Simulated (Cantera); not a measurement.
# Equilibrium for carbon deposition, reforming and gasification: CO + H2 + N2

Charge: 1 mol CO, 4.6 mol H2, 17 mol N2, held at 0.133 bar.

Cantera equilibrium calculation (NASA polynomials, part measured and part estimated; ideal gas, pure solids and liquids). Candidate condensed phases: C, C6H6, C7H8, C8H18, H2O; 136 gas species. Rates play no part.

| T (K) | log p N2 | log p H2 | log p CO | log p H2O | log p CH4 | n C(graphite) |
|---|---|---|---|---|---|---|
| 748 | -0.98 | -1.65 | -2.88 | -2.55 | -2.79 | 0.355 |
| 848 | -0.99 | -1.59 | -2.37 | -3.09 | -3.37 | 0.137 |
| 948 | -1.00 | -1.57 | -2.25 | -3.83 | -3.91 | 0.0134 |
| 1048 | -1.00 | -1.57 | -2.23 | -4.50 | -4.40 | 0 |
| 1148 | -1.00 | -1.57 | -2.23 | -4.95 | -4.92 | 0 |
| 1248 | -1.00 | -1.57 | -2.23 | -5.25 | -5.45 | 0 |
| 1348 | -1.00 | -1.57 | -2.23 | -5.38 | -6.02 | 0 |
| 1448 | -1.00 | -1.57 | -2.23 | -5.41 | -6.59 | 0 |
| 1548 | -1.00 | -1.57 | -2.23 | -5.42 | -7.11 | 0 |
| 1648 | -1.00 | -1.57 | -2.23 | -5.42 | -7.57 | 0 |
| 1748 | -1.00 | -1.57 | -2.23 | -5.42 | -7.97 | 0 |
| 1848 | -1.00 | -1.57 | -2.23 | -5.42 | -8.34 | 0 |
log p: log10 of the partial pressure in bar; n: condensed amount in mol.

From 748 K to 948 K the condensed part is C(graphite). From 1048 K to 1848 K nothing is condensed. The main C-bearing gas is CH4 at 748 K and CO at 1848 K.
